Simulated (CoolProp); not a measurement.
The numbers come from the reference Helmholtz-energy equation of state, Lemmon 2006 in CoolProp. It is a short technical equation, of lower accuracy than the large ones.

Question: For toluene, give the phase and the Z, cp (kJ/(kg K)), conductivity (mW/(m K)) at 143.75 °C and 9.93 MPa.

Answer: 
- 143.75 °C and 9.93 MPa: liquid; Z 0.347, cp 2.10, conductivity 104

Thermal conductivity comes from a separate model (Assael 2012).
